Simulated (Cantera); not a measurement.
A perfectly stirred reactor is fed with 2.99 % CH₄, 10.3 % O₂, 86.7 % N₂, equivalence ratio 0.58, at 11.0 bar; it is adiabatic with a 800 K inlet, and is followed from long to short residence time, starting on the burning branch (τ in s: 0.25, 0.081, 0.026, 0.0086, 0.0028, 0.00091, 0.0003, 9.6e-05, 3.1e-05).

Model: GRI-Mech 3.0 (53 species, 325 reactions), integrated in Cantera.

Q: Predict: blow-out, bracketed by the residence times tried; x(CH₄) at τ = 0.250 s; x(O₂) at τ = 0.250 s; x(C₂H₆) at τ = 0.250 s; x(C₂H₂) at τ = 0.250 s; x(CH₄) at τ = 2.80 ms; x(O₂) at τ = 2.80 ms; x(HCN) at τ = 2.80 ms; x(C₂H₆) at τ = 2.80 ms; x(C₂H₂) at τ = 2.80 ms.

A: 
```json
{
  "blow_out_bracketed_by_the_residence_times_tried": "burning at 2.80 ms, out at 0.910 ms",
  "x(CH₄) at τ = 0.250 s": "1.09e-5",
  "x(O₂) at τ = 0.250 s": "0.0434",
  "x(C₂H₆) at τ = 0.250 s": "1.06e-8",
  "x(C₂H₂) at τ = 0.250 s": "2.56e-8",
  "x(CH₄) at τ = 2.80 ms": "0.00119",
  "x(O₂) at τ = 2.80 ms": "0.0501",
  "x(HCN) at τ = 2.80 ms": "1.42e-9",
  "x(C₂H₆) at τ = 2.80 ms": "1.46e-5",
  "x(C₂H₂) at τ = 2.80 ms": "1.85e-6"
}
```
